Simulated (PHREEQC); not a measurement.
Consider water at 20 °C with 0.1 mol/kgw HF, 0.00019 mol/kgw NH4F and 0.00043 mol/kgw H2SiF6. Closed to the air; pH follows from the charge balance.

All values are PHREEQC results (ion-association model, phreeqc.dat), not measurements.

Problem. The ionic strength comes out as 0.0112 mol/kgw. What activity coefficients do H+, NH4+, HF2-, F-, SiF6-2 get?

Solution. H+ 0.91, NH4+ 0.89, HF2- 0.90, F- 0.90, SiF6-2 0.66.

No solid was allowed to form. Complexes and solids missing from the database can't appear. SiF6-2 is the database's only silicon fluoride.
